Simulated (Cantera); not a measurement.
Input (Python, Cantera):

```python
import numpy as np
import cantera as ct

gas = ct.Solution("h2o2.yaml")
gas.TPX = 1248, 2666, {'H2': 0.026, 'O2': 1}
reactor = ct.IdealGasConstPressureReactor(gas, energy="off", clone=False)
net = ct.ReactorNet([reactor])
net.rtol, net.atol = 1e-08, 1e-18
show = ['H2', 'O2', 'H2O', 'O', 'OH']
times = np.geomspace(0.0002, 5, 10)

steps = ct.SolutionArray(gas, extra=["t"])
rows = []
print(f"{'t/s':>10s}{'T/K':>9s}{'P/Pa':>11s}" + "".join(f"{s:>11s}" for s in show))
for t in times:
    while net.time < t:
        t_next = net.step()
        steps.append(gas.state, t=t_next)
    rows.append([np.interp(t, steps.t, y) for y in (steps.T, steps.P, *steps(*show).X.T)])
    print(f"{t:10.3e}{rows[-1][0]:9.1f}{rows[-1][1]:11.4g}" + "".join(f"{x:11.3e}" for x in rows[-1][2:]))
rate = np.gradient(steps.T, steps.t)
print("integrator steps:", len(steps.t))
if steps.T.max() > steps.T[0] + 200:
    print(f"time of steepest temperature rise: {steps.t[rate.argmax()]:.4e} s")
gas.TPX = 1248, 2666, {'H2': 0.026, 'O2': 1}
gas.equilibrate("TP")
print(f"equilibrium (TP): T = {gas.T:.1f} K  " + "  ".join(f"{s} {gas[s].X[0]:.3e}" for s in show))
```

Output:

```
       t/s      T/K       P/Pa         H2         O2        H2O          O         OH
 2.000e-04   1248.0       2666  2.534e-02  9.747e-01  4.353e-08  5.068e-08  3.800e-08
 6.162e-04   1248.0       2666  2.534e-02  9.747e-01  4.086e-06  3.318e-06  2.378e-06
 1.898e-03   1248.0       2666  2.522e-03  9.557e-01  1.931e-02  1.542e-02  3.831e-03
 5.848e-03   1248.0       2666  2.141e-04  9.561e-01  2.334e-02  1.662e-02  2.007e-03
 1.802e-02   1248.0       2666  1.364e-04  9.629e-01  2.414e-02  1.035e-02  1.606e-03
 5.550e-02   1248.0       2666  4.893e-05  9.702e-01  2.499e-02  3.636e-03  9.654e-04
 1.710e-01   1248.0       2666  9.383e-06  9.734e-01  2.542e-02  6.940e-04  4.252e-04
 5.268e-01   1248.0       2666  1.381e-06  9.742e-01  2.558e-02  1.027e-04  1.643e-04
 1.623e+00   1248.0       2666  2.229e-07  9.743e-01  2.563e-02  1.670e-05  6.641e-05
 5.000e+00   1248.0       2666  4.514e-08  9.743e-01  2.565e-02  3.407e-06  3.002e-05
integrator steps: 1615
equilibrium (TP): T = 1248.0 K  H2 5.320e-09  O2 9.743e-01  H2O 2.566e-02  O 4.050e-07  OH 1.035e-05
```

Model: the H2/O2 subset of GRI-Mech 3.0, which has no nitrogen chemistry, integrated in Cantera. Radical loss at walls, strong at low pressure, is not modelled.
